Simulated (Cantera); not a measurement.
# Gas-phase reforming

A perfectly stirred reactor is fed with 90.9 % CH₄, 9.09 % CO₂, at 2.00 bar; it is held at 1873 K, and followed from long to short residence time.

Model: GRI-Mech 3.0 (53 species, 325 reactions), integrated in Cantera. GRI-Mech 3.0 stops at C3 and has no aromatics, soot or wall deposition, so with more carbon than oxygen in the feed, carbon stays in small species such as C2H2 where larger ones or solid carbon would form.

| τ (s) | x CH₄ | x CO₂ | x O₂ | x C₂H₄ | x H₂O |
|---|---|---|---|---|---|
| 4.5 | 0.0182 | 2.70e-5 | <1e-12 | 0.00387 | 0.000410 |
| 1.8 | 0.0194 | 6.71e-5 | <1e-12 | 0.00386 | 0.00101 |
| 0.69 | 0.0223 | 0.000172 | <1e-12 | 0.00386 | 0.00254 |
| 0.27 | 0.0283 | 0.000422 | <1e-12 | 0.00387 | 0.00596 |
| 0.10 | 0.0404 | 0.00104 | <1e-12 | 0.00390 | 0.0131 |
| 0.041 | 0.0591 | 0.00227 | 1.94e-12 | 0.00399 | 0.0225 |
| 0.016 | 0.0912 | 0.00521 | 4.33e-12 | 0.00425 | 0.0319 |
| 0.0062 | 0.143 | 0.0121 | 6.69e-12 | 0.00500 | 0.0356 |
| 0.0024 | 0.224 | 0.0260 | 7.13e-12 | 0.00702 | 0.0298 |
| 0.00094 | 0.337 | 0.0452 | 4.96e-12 | 0.0115 | 0.0179 |
| 0.00037 | 0.478 | 0.0632 | 2.34e-12 | 0.0190 | 0.00779 |
x: mole fraction; the columns are a selection and need not sum to one.
